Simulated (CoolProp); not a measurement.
Vapour pressure (bar) of R1234yf: the reference equation beside estimates from Tc = 94.7 °C, pc = 33.84 bar, ω = 0.276.

Model: reference Helmholtz-energy equation of state, Lemmon 2022, in CoolProp.

```json
[
 {"T (°C)": "-100.65", "reference": "0.008994", "Lee-Kesler": "0.008392", "van der Waals": "0.6013", "Redlich-Kwong": "0.03000", "Soave-Redlich-Kwong": "0.008677", "Peng-Robinson": "0.009644"},
 {"T (°C)": "-97.25", "reference": "0.01252", "Lee-Kesler": "0.01170", "van der Waals": "0.6909", "Redlich-Kwong": "0.04028", "Soave-Redlich-Kwong": "0.01208", "Peng-Robinson": "0.01331"},
 {"T (°C)": "-93.85", "reference": "0.01717", "Lee-Kesler": "0.01608", "van der Waals": "0.7899", "Redlich-Kwong": "0.05331", "Soave-Redlich-Kwong": "0.01658", "Peng-Robinson": "0.01812"},
 {"T (°C)": "-90.35", "reference": "0.02343", "Lee-Kesler": "0.02200", "van der Waals": "0.9021", "Redlich-Kwong": "0.07017", "Soave-Redlich-Kwong": "0.02264", "Peng-Robinson": "0.02455"},
 {"T (°C)": "-86.95", "reference": "0.03127", "Lee-Kesler": "0.02944", "van der Waals": "1.022", "Redlich-Kwong": "0.09049", "Soave-Redlich-Kwong": "0.03025", "Peng-Robinson": "0.03256"},
 {"T (°C)": "-83.55", "reference": "0.04122", "Lee-Kesler": "0.03893", "van der Waals": "1.152", "Redlich-Kwong": "0.1153", "Soave-Redlich-Kwong": "0.03992", "Peng-Robinson": "0.04270"},
 {"T (°C)": "-80.15", "reference": "0.05372", "Lee-Kesler": "0.05089", "van der Waals": "1.294", "Redlich-Kwong": "0.1455", "Soave-Redlich-Kwong": "0.05209", "Peng-Robinson": "0.05537"},
 {"T (°C)": "-76.75", "reference": "0.06925", "Lee-Kesler": "0.06582", "van der Waals": "1.448", "Redlich-Kwong": "0.1816", "Soave-Redlich-Kwong": "0.06725", "Peng-Robinson": "0.07106"},
 {"T (°C)": "-73.35", "reference": "0.08835", "Lee-Kesler": "0.08426", "van der Waals": "1.614", "Redlich-Kwong": "0.2245", "Soave-Redlich-Kwong": "0.08593", "Peng-Robinson": "0.09031"},
 {"T (°C)": "-69.95", "reference": "0.1116", "Lee-Kesler": "0.1069", "van der Waals": "1.793", "Redlich-Kwong": "0.2751", "Soave-Redlich-Kwong": "0.1088", "Peng-Robinson": "0.1137"},
 {"T (°C)": "-66.55", "reference": "0.1398", "Lee-Kesler": "0.1343", "van der Waals": "1.986", "Redlich-Kwong": "0.3342", "Soave-Redlich-Kwong": "0.1364", "Peng-Robinson": "0.1420"},
 {"T (°C)": "-63.15", "reference": "0.1735", "Lee-Kesler": "0.1673", "van der Waals": "2.193", "Redlich-Kwong": "0.4030", "Soave-Redlich-Kwong": "0.1696", "Peng-Robinson": "0.1757"},
 {"T (°C)": "-59.75", "reference": "0.2137", "Lee-Kesler": "0.2067", "van der Waals": "2.414", "Redlich-Kwong": "0.4822", "Soave-Redlich-Kwong": "0.2093", "Peng-Robinson": "0.2159"},
 {"T (°C)": "-56.25", "reference": "0.2626", "Lee-Kesler": "0.2549", "van der Waals": "2.657", "Redlich-Kwong": "0.5758", "Soave-Redlich-Kwong": "0.2576", "Peng-Robinson": "0.2647"}
]
```

Absolute difference from the reference over all 14 rows, mean and median: Lee-Kesler 5.0 and 5.1 %, van der Waals 2719.8 and 2149.9 %, Redlich-Kwong 170.3 and 166.5 %, Soave-Redlich-Kwong 2.9 and 3.0 %, Peng-Robinson 3.3 and 2.8 %.
